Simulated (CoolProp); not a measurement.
Model: reference Helmholtz-energy equation of state, Lemmon 2005, in CoolProp.

### Question
For R125, give the phase and the Joule-Thomson coefficient (K/MPa), fugacity coefficient at 415.5 K and 2.42 MPa.

### Answer
- 415.5 K and 2.42 MPa: gas; Joule-Thomson coefficient 5.53, fugacity coefficient 0.893
